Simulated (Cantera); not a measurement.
An isothermal, constant-pressure homogeneous reactor starts with C2H6 : N2 = 1 : 77 (molar parts), at 1973 K and 0.188 Torr. Integrator tolerance rtol = 1e-08.

Computed with Cantera and GRI-Mech 3.0 (53 species, 325 reactions). GRI-Mech 3.0 stops at C3 and has no aromatics, soot or wall deposition, so with more carbon than oxygen in the feed, carbon stays in small species such as C2H2 where larger ones or solid carbon would form. Radical loss at walls, strong at low pressure, is not modelled.

Question: What does this change do: N2 77 to 200 parts?

Answer: 
```json
[
 {"quantity": "x(C2H6) at 40.0 s", "before": "<1e-12 (gas-phase equilibrium <1e-12)", "after": "<1e-12 (gas-phase equilibrium <1e-12)"},
 {"quantity": "x(H2) at 40.0 s", "before": "0.0245 (gas-phase equilibrium 0.0191)", "after": "0.00958 (gas-phase equilibrium 0.00646)"},
 {"quantity": "x(CH3) at 40.0 s", "before": "1.15e-6 (gas-phase equilibrium 4.91e-9)", "after": "1.84e-7 (gas-phase equilibrium 6.79e-10)"},
 {"quantity": "x(CH4) at 40.0 s", "before": "1.60e-6 (gas-phase equilibrium 3.99e-10)", "after": "1.65e-7 (gas-phase equilibrium 3.21e-11)"},
 {"quantity": "x(C2H2) at 40.0 s", "before": "0.0123 (gas-phase equilibrium 0.00114)", "after": "0.00478 (gas-phase equilibrium 0.000191)"}
]
```

Question: What does this change do: C2H6 1 to 0.17 parts?

Answer: 
```
quantity                                             before                                     after
-----------------  ----------------------------------------  ----------------------------------------
x(C2H6) at 40.0 s     <1e-12 (gas-phase equilibrium <1e-12)     <1e-12 (gas-phase equilibrium <1e-12)
x(H2) at 40.0 s       0.0245 (gas-phase equilibrium 0.0191)   0.00421 (gas-phase equilibrium 0.00236)
x(CH3) at 40.0 s    1.15e-6 (gas-phase equilibrium 4.91e-9)  1.00e-7 (gas-phase equilibrium 1.11e-10)
x(CH4) at 40.0 s   1.60e-6 (gas-phase equilibrium 3.99e-10)  5.94e-8 (gas-phase equilibrium 3.17e-12)
x(C2H2) at 40.0 s    0.0123 (gas-phase equilibrium 0.00114)   0.00207 (gas-phase equilibrium 3.81e-5)
```
